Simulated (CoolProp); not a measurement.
Properties of normal hydrogen at several states (Tc = 33.1 K, pc = 1.296 MPa, ω = -0.219).

Values from CoolProp's reference Helmholtz-energy equation of state, Leachman 2009.

```
T (K)  p (MPa)          phase  density (kg/m³)  isothermal compressibility (1/MPa)  expansivity (1/kK)  viscosity (µPa s)  fugacity coefficient
-----  -------  -------------  ---------------  ----------------------------------  ------------------  -----------------  --------------------
497.1      1.9  supercritical           0.9198                              0.5224               1.998               12.7                 1.008
652.7   0.0146            gas         0.005423                               68.49               1.532               15.3                 1.000
717.5    0.856            gas           0.2886                               1.165               1.390               16.4                 1.002
315.4     3.73  supercritical            2.808                              0.2625               3.126               9.28                 1.021
```

Viscosity comes from a separate model (Muzny 2013).
